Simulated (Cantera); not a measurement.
## Thermodynamics of abatement and gas-phase synthesis, feed CO2 + H2O + O2

Charge: 1 mol CO2, 4.2 mol H2O, 0.097 mol O2, held at 1.00 bar.

Method: chemical equilibrium by Gibbs-energy minimisation in Cantera with the NASA 1993 tables (ideal gas, pure condensed phases). Candidate condensed phases: C, C6H6, C7H8, C8H18, H2O; 110 gas species. The numbers say what is thermodynamically allowed, not how fast it happens.

```csv
T (°C),x H2O,x CO2,x O2,x CO,x OH,x H2
375,0.793,0.189,0.0183,<1e-12,4.41e-12,<1e-12
525,0.793,0.189,0.0183,<1e-12,1.26e-9,<1e-12
675,0.793,0.189,0.0183,1.32e-11,6.02e-8,9.99e-11
825,0.793,0.189,0.0183,1.76e-9,1.01e-6,7.35e-9
975,0.793,0.189,0.0183,7.21e-8,8.58e-6,1.95e-7
1125,0.793,0.189,0.0183,1.32e-6,4.62e-5,2.57e-6
1275,0.793,0.189,0.0183,1.37e-5,0.000179,2.07e-5
1425,0.792,0.189,0.0183,9.36e-5,0.000548,0.000115
1575,0.791,0.188,0.0184,0.000463,0.00140,0.000485
1725,0.788,0.187,0.0191,0.00175,0.00313,0.00162
1875,0.780,0.182,0.0213,0.00521,0.00633,0.00437
2025,0.765,0.174,0.0259,0.0124,0.0119,0.00974
2175,0.739,0.159,0.0335,0.0242,0.0211,0.0186
```
x: gas mole fraction; nothing condenses.

From 375 °C to 2175 °C nothing is condensed. The main C-bearing gas is CO2 throughout.
